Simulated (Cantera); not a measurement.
What does this Cantera script print?

```python
import numpy as np
import cantera as ct

gas_names = [...]  # 76 gases of nasa_gas.yaml made of C, H
cond_names = """
    C(gr) C6H6(L) C7H8(L) C8H18(L),n-octa
""".split()


# ... load() reads the species with a 1 bar reference pressure and builds the phases ...
atoms = {
    'C2H6': {'C': 2, 'H': 6},
    'H2': {'H': 2},
}
top_T = {'C(gr)': 4500}  # K; cautious upper limits of use, not melting points


# ... equilibrate(T, P, feed) seeds the gas with the atoms and calls Mixture.equilibrate('TP', solver="vcs", rtol=1e-11, max_steps=5000) ...
results = []
feed = {'C2H6': 1, 'H2': 0.54}  # mol
P = 1333.22  # Pa
for T in [1698, 1748, 1798, 1848, 1898, 1948, 1998, 2048, 2098, 2148, 2198, 2248]:
    mix = equilibrate(T, P, feed)
    results.append((T, P, feed, dict(zip(mix.species_names, mix.species_moles))))

top = {s: max(r[3][s] / sum(r[3][g] for g in gas_names) for r in results) for s in gas_names}
cols = sorted((s for s in top if top[s] > 0.0001), key=lambda s: -top[s])[:8]
seen = [c for c in cond_names if any(r[3].get(c, 0) > 1e-12 for r in results)]
print("log10 of partial pressures in bar; condensed amounts in mol")
print(f"{'T/K':>10s}" + "".join(f"{s[:9]:>10s}" for s in cols + seen))
for T, P, feed, n in results:
    ng = sum(n[g] for g in gas_names)
    print(f"{T:10.4g}" + "".join(f"{np.log10(max(n[s] / ng * P / 1e5, 1e-99)):10.3f}" for s in cols)
          + "".join(f"{n.get(c, 0):10.4g}" for c in seen))
```

Output:

```
log10 of partial pressures in bar; condensed amounts in mol
       T/K        H2         H C2H2,acet     C(gr)
      1698    -1.876    -4.778    -6.018     1.999
      1748    -1.876    -4.579    -5.823     1.999
      1798    -1.877    -4.392    -5.640     1.999
      1848    -1.877    -4.214    -5.466     1.998
      1898    -1.878    -4.046    -5.303     1.997
      1948    -1.880    -3.887    -5.148     1.996
      1998    -1.881    -3.735    -5.002     1.995
      2048    -1.884    -3.592    -4.863     1.993
      2098    -1.887    -3.455    -4.733      1.99
      2148    -1.892    -3.326    -4.609     1.987
      2198    -1.897    -3.203    -4.493     1.982
      2248    -1.904    -3.086    -4.384     1.977
```

Method: chemical equilibrium by Gibbs-energy minimisation in Cantera with the NASA 1993 tables (ideal gas, pure condensed phases).
